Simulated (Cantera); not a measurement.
A closed system holds: 1 mol SiH4, 0.3 mol C2H4, 610 mol H2, held at 1725 K and 10.0 Torr.

Equilibrium computed with Cantera from the NASA thermochemical tables; the gas is ideal and each condensed phase is pure. Candidate condensed phases: C, C6H6, C7H8, C8H18, Si, SiC; 87 gas species. Mutual solubility and eutectic melting of coexisting phases are not modelled. Gases not in the tables: Si2H6 and higher silanes. Kinetics and transport are ignored.

### Question
What is the equilibrium state?

### Answer
```json
{
 "x(H2)": "0.998",
 "x(H)": "0.00161",
 "x(Si)": "7.61e-5",
 "x(SiH2)": "1.72e-5",
 "x(SiH)": "1.26e-5",
 "n(Si(l))": "0.334 mol",
 "n(SiC(s))": "0.600 mol",
 "gas_amount": "613.1 mol",
 "log10 activity of C(graphite) (absent)": "-1.77"
}
```
